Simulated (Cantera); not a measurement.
## Stirred combustor or abatement burner

A perfectly stirred reactor is fed with 9.94 % CH4, 2.88 % H2, 16.4 % O2, 61.6 % N2, 9.15 % CO2, equivalence ratio 1.3, at 5.00 bar; it is adiabatic with a 500 K inlet, and is followed from long to short residence time, starting on the burning branch (τ in s: 0.37, 0.18, 0.086, 0.042, 0.02, 0.0097, 0.0046, 0.0022, 0.0011, 0.00052, 0.00025, 0.00012, 5.8e-05).

Computed with Cantera and GRI-Mech 3.0 (53 species, 325 reactions).

| τ (s) | T (K) | x CH4 | x H2 | x O2 | x CH3 | x H2O | x HCO | x H2O2 |
|---|---|---|---|---|---|---|---|---|
| 0.37 | 2015 | 4.68e-5 | 0.0254 | 3.50e-5 | 5.77e-6 | 0.194 | 2.34e-8 | 2.47e-9 |
| 0.18 | 2014 | 7.82e-5 | 0.0254 | 6.37e-5 | 1.05e-5 | 0.194 | 2.81e-8 | 3.60e-9 |
| 0.086 | 2013 | 0.000130 | 0.0253 | 0.000118 | 1.90e-5 | 0.194 | 3.61e-8 | 5.66e-9 |
| 0.042 | 2012 | 0.000208 | 0.0252 | 0.000214 | 3.33e-5 | 0.194 | 4.96e-8 | 9.30e-9 |
| 0.020 | 2011 | 0.000327 | 0.0251 | 0.000392 | 5.77e-5 | 0.194 | 7.53e-8 | 1.64e-8 |
| 0.0097 | 2007 | 0.000486 | 0.0249 | 0.000695 | 9.52e-5 | 0.194 | 1.22e-7 | 2.96e-8 |
| 0.0046 | 2001 | 0.000700 | 0.0248 | 0.00123 | 0.000153 | 0.193 | 2.15e-7 | 5.57e-8 |
| 0.0022 | 1991 | 0.000987 | 0.0247 | 0.00213 | 0.000237 | 0.192 | 3.92e-7 | 1.05e-7 |
| 0.0011 | 1974 | 0.00142 | 0.0248 | 0.00364 | 0.000355 | 0.191 | 6.96e-7 | 1.96e-7 |
| 0.00052 | 1937 | 0.00243 | 0.0254 | 0.00712 | 0.000566 | 0.187 | 1.28e-6 | 4.14e-7 |
| 0.00025 | 500 | 0.0994 | 0.0288 | 0.164 | <1e-12 | <1e-12 | <1e-12 | <1e-12 |
| 0.00012 | 500 | 0.0994 | 0.0288 | 0.164 | <1e-12 | <1e-12 | <1e-12 | <1e-12 |
| 5.8e-5 | 500 | 0.0994 | 0.0288 | 0.164 | <1e-12 | <1e-12 | <1e-12 | <1e-12 |
x: mole fraction; the columns are a selection and need not sum to one.
